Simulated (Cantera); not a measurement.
Transport properties of process gases

Gas mixture: N2O = 0.63 (molar parts), at 0.188 Torr, frozen composition.

Cantera's kinetic-theory transport with the Lennard-Jones parameters of GRI-Mech 3.0, ideal gas; thermal conductivity in the multicomponent form. The composition is frozen, though it would react at the higher temperatures.

| T (K) | ρ (kg/m³) | cp (J/kg/K) | μ (µPa s) | λ (mW/m/K) | Pr | D (cm²/s) CO2 | D (cm²/s) N2 | D (cm²/s) NO |
|---|---|---|---|---|---|---|---|---|
| 400 | 0.000331 | 970.3 | 19.5 | 25.3 | 0.746 | 779 | 1070 | 1050 |
| 550 | 0.000241 | 1073 | 25.5 | 36.7 | 0.745 | 1400 | 1870 | 1840 |
| 700 | 0.000189 | 1150 | 30.8 | 47.7 | 0.743 | 2160 | 2840 | 2780 |
| 850 | 0.000156 | 1210 | 35.6 | 58.1 | 0.741 | 3040 | 3950 | 3870 |
| 1000 | 0.000132 | 1255 | 40.0 | 67.9 | 0.740 | 4030 | 5210 | 5100 |
| 1150 | 0.000115 | 1285 | 44.1 | 76.8 | 0.738 | 5120 | 6580 | 6450 |
| 1300 | 0.000102 | 1311 | 48.0 | 85.5 | 0.737 | 6310 | 8090 | 7920 |
| 1450 | 9.13e-5 | 1334 | 51.7 | 93.8 | 0.736 | 7600 | 9700 | 9500 |
| 1600 | 8.27e-5 | 1353 | 55.2 | 102 | 0.735 | 8970 | 11400 | 11200 |
D: mixture-averaged diffusion coefficient of that species in the mixture.
